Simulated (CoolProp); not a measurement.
A single-stage vapour-compression cycle with propane: evaporating at 210.15 K (dew point), condensing at 235.15 K (bubble point), superheat 5 K, subcooling 2 K, compressor efficiency 0.9, no pressure losses. Each further row changes one setting.

The numbers come from the reference Helmholtz-energy equation of state, Lemmon 2009 in CoolProp.

| case | cooling COP | pressure ratio | discharge temperature (K) | refrigerating effect (kJ/kg) | volumetric capacity (kJ/m³) |
|---|---|---|---|---|---|
| as stated | 6.97 | 3.33 | 258.1 | 402 | 366 |
| evaporating temperature 215.15 K | 9.08 | 2.55 | … | … | … |
| condensing temperature 230.15 K | 8.86 | 2.68 | 250.1 | 414 | 377 |
| subcooling 7 K | 7.17 | 3.33 | 258.1 | 414 | 377 |
| superheat 15 K | 6.88 | 3.33 | … | … | 361 |
| compressor efficiency 0.8 | 6.20 | 3.33 | 262.8 | 402 | 366 |

Q: Some entries are withheld; supply them.

A: 
- evaporating temperature 215.15 K, discharge temperature (K): 253.8
- evaporating temperature 215.15 K, refrigerating effect (kJ/kg): 409
- evaporating temperature 215.15 K, volumetric capacity (kJ/m³): 476
- superheat 15 K, discharge temperature (K): 268.6
- superheat 15 K, refrigerating effect (kJ/kg): 416
